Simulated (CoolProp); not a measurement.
Vapour-liquid equilibrium of diethyl ether (1) + benzene (2) at 0.534 bar; x and y are mole fractions of (1).

Values from CoolProp's multi-fluid Helmholtz-energy mixture model, Thol 2014 and Thol 2012; pair parameters Bell 2016.

| x | bubble temperature (K) | y at the bubble point | dew temperature at overall composition x (K) | liquid density (mol/L) |
|---|---|---|---|---|
| 0.05 | 329.3 | 0.187 | 332.6 | 10.67 |
| 0.2 | 318.7 | ? | 329.0 | 10.56 |
| 0.35 | 310.8 | 0.724 | ? | ? |
| 0.5 | 304.6 | 0.836 | ? | 10.27 |
| 0.65 | 299.6 | 0.908 | 314.2 | 10.10 |
| 0.8 | ? | 0.957 | 306.8 | 9.918 |
| 0.95 | 291.8 | ? | 296.0 | 9.729 |

Q: Fill in the missing entries.

A: 
- 0.2, y at the bubble point: 0.537
- 0.35, dew temperature at overall composition x (K): 324.8
- 0.35, liquid density (mol/L): 10.43
- 0.5, dew temperature at overall composition x (K): 320.0
- 0.8, bubble temperature (K): 295.4
- 0.95, y at the bubble point: 0.991

No azeotrope shows between x = 0.05 and 0.95.

Pair parameters are fitted to limited data, so mixtures are less certain than the pure fluids.
